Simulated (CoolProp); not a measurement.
Cyclopropane along the isobar 5150 kPa: fugacity coefficient from the reference equation and from simpler models built on Tc = 125.5 °C, pc = 5605 kPa, ω = 0.131; each cubic takes its own stable root.

The numbers come from the reference Helmholtz-energy equation of state, Polt 1992 in CoolProp. This equation is an older, rougher fit; its heat capacities, sound speeds and derivatives of the liquid may be far off and weren't checked against measurements.

```csv
T (°C),phase,reference
28.55,liquid,0.1529
52.95,liquid,0.2569
77.45,liquid,0.3922
101.95,liquid,0.5511
126.45,gas,0.6944
150.85,gas,0.7507
175.35,gas,0.7908
199.85,gas,0.8209
```

### Question
How far does each simpler model (Soave-Redlich-Kwong, Peng-Robinson) lie from the reference over these 8 states: mean and median of the absolute difference, and the worst?

### Answer
- Soave-Redlich-Kwong: mean 1.7 %, median 1.7 %, worst +3.0 % at 52.95 °C and 5150 kPa
- Peng-Robinson: mean 1.4 %, median 1.4 %, worst -2.7 % at 126.45 °C and 5150 kPa
